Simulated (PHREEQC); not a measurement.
PHREEQC input (ion-association model, wateq4f.dat):

```
SOLUTION_MASTER_SPECIES
  An  An-  0  An  62.0  # stands for a non-complexing anion
SOLUTION_SPECIES
  An- = An-
    -log_k 0
    -gamma 3.0 0
  PO4-3 + 3H+ = H3PO4  # constants of phreeqc.dat
    -log_k 21.721
    -delta_h -10.1 kJ
PHASES
  Fix_H+
    H+ = H+
    -log_k 0
SOLUTION 1
  temp 25
  units mmol/kgw
  pH 7 charge
  Se(6) 0.31
  Na 1.623
  P 0.003
  An 1
END
SELECTED_OUTPUT 1
  -reset false
  -pH true
  -pe true
  -ionic_strength true
  -water true
  -totals Na P Se Se(-2) Se(4) Se(6)
  -molalities Hfo_wOH Hfo_wOH2+ Hfo_wO- Hfo_sOH Hfo_sOH2+ Hfo_sO- Hfo_wSeO4- Hfo_wOHSeO4-2 Hfo_wH2PO4 Hfo_wHPO4-
    Hfo_wPO4-2
USER_PUNCH 1
  -headings sigma psi
  10 PUNCH EDL("sigma", "Hfo"), EDL("psi", "Hfo")
PRINT
  -reset false
USE solution 1
SURFACE 1
  Hfo_wOH 0.00105618 600 0.47
  Hfo_sOH 2.64045e-05
EQUILIBRIUM_PHASES 1
  Fix_H+ -3 HAn 10
    -force_equality true
  O2(g) -0.68 10
END
# ... the last block is repeated for the other 16 points of pH, with NaOH or the acid as the point needs
```

Selected output (columns that matter, 17 of 17 rows; pH added in front):

```
pH	mu	Na	P	Se	m_Hfo_wOH	m_Hfo_wOH2+	m_Hfo_wO-	m_Hfo_sOH	m_Hfo_sOH2+	m_Hfo_sO-	m_Hfo_wSeO4-	m_Hfo_wOHSeO4-2	sigma	psi
3	0.0028566	0.001623	4.1977e-11	7.9945e-08	5.3358e-05	0.0006898	9.4551e-08	1.8955e-06	2.4505e-05	3.3589e-09	0.00026327	4.6648e-05	0.12168	0.18803
3.38	0.0022	0.001623	3.1505e-11	1.1192e-07	9.5873e-05	0.00064709	3.2541e-07	3.4058e-06	2.2987e-05	1.156e-08	0.00023136	7.8522e-05	0.095403	0.18224
3.75	0.0019139	0.001623	3.4607e-11	2.4592e-07	0.00013642	0.0006063	7.0315e-07	4.8452e-06	2.1534e-05	2.4974e-08	0.0002044	0.00010535	0.071588	0.17109
4.12	0.001779	0.001623	4.818e-11	7.1491e-07	0.00017147	0.00057124	1.1792e-06	6.0865e-06	2.0276e-05	4.1855e-08	0.00018327	0.00012602	0.052016	0.15661
4.5	0.0017121	0.001623	7.8267e-11	2.5299e-06	0.00020207	0.00054191	1.7261e-06	7.155e-06	1.9188e-05	6.112e-08	0.00016583	0.00014164	0.036644	0.1397
4.88	0.0016836	0.001623	1.3262e-10	9.2417e-06	0.00023348	0.00051653	2.4176e-06	8.1933e-06	1.8126e-05	8.4841e-08	0.00014776	0.000153	0.02572	0.12217
5.25	0.001684	0.001623	2.0142e-10	2.7682e-05	0.00027936	0.00048784	3.6648e-06	9.569e-06	1.671e-05	1.2553e-07	0.00012212	0.0001602	0.018771	0.10636
5.62	0.0017088	0.001623	2.588e-10	6.2318e-05	0.00035381	0.00044525	6.4408e-06	1.1598e-05	1.4595e-05	2.1113e-07	8.7821e-05	0.00015986	0.014386	0.092885
6	0.0017518	0.001623	2.9791e-10	0.00011113	0.00045881	0.0003829	1.2595e-05	1.4181e-05	1.1834e-05	3.8927e-07	5.3105e-05	0.00014577	0.011359	0.080958
6.38	0.001803	0.001623	3.3767e-10	0.00016632	0.00057706	0.00030764	2.4797e-05	1.6753e-05	8.9314e-06	7.1991e-07	2.7125e-05	0.00011655	0.009088	0.069992
6.75	0.0018531	0.001623	4.2135e-10	0.00021935	0.00068201	0.00023522	4.53e-05	1.8709e-05	6.4527e-06	1.2427e-06	1.1863e-05	7.8792e-05	0.0072101	0.059293
7.12	0.0018956	0.001623	6.7429e-10	0.00026466	0.00075625	0.00017797	7.3617e-05	1.9813e-05	4.6627e-06	1.9287e-06	4.224e-06	4.1116e-05	0.0053841	0.047225
7.5	0.0019227	0.001623	1.6731e-09	0.00029477	0.00079382	0.00014363	0.00010051	2.0194e-05	3.6538e-06	2.5568e-06	1.1148e-06	1.4113e-05	0.0033549	0.031499
7.88	0.0019313	0.001623	6.3836e-09	0.0003065	0.00080542	0.00012968	0.0001146	2.026e-05	3.262e-06	2.8826e-06	2.2958e-07	3.2663e-06	0.0012169	0.012018
8.25	0.0019311	0.0016231	2.9209e-08	0.0003093	0.00080791	0.00012422	0.00012038	2.0268e-05	3.1163e-06	3.0199e-06	4.4284e-08	6.5978e-07	-0.00087562	-0.0086853
8.62	0.001939	0.0016336	1.4017e-07	0.00030986	0.00080843	0.00012042	0.00012434	2.0268e-05	3.019e-06	3.1172e-06	8.3355e-09	1.2819e-07	-0.003162	-0.029758
9	0.0019512	0.0016494	6.1762e-07	0.00030997	0.00080863	0.00011596	0.00012918	2.0262e-05	2.9057e-06	3.2368e-06	1.5046e-09	2.4035e-08	-0.0060715	-0.051263
```

Complexes and solids missing from the database can't appear. H3PO4, which wateq4f.dat lacks, is added to it with the constant of phreeqc.dat. The oxide is taken as insoluble; below pH 4 it would dissolve.
